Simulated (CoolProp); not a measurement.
A Linde-Hampson liquefier for oxygen: isothermal reversible compression at 230 K from 1 atm to 20 MPa, throttling to 1 atm, return gas leaving the recuperator 0 K below the feed. Each further row changes one setting.

Model: reference Helmholtz-energy equation of state, Schmidt 1985, in CoolProp.

```
case                        liquid yield per pass  compression work (kJ/kg of gas)
--------------------------  ---------------------  -------------------------------
as stated                                   0.226                              297
high pressure 40 MPa                        0.290                              332
warm-end temperature 260 K                  0.159                              344
warm-end gap 5 K                            0.216                              297
```
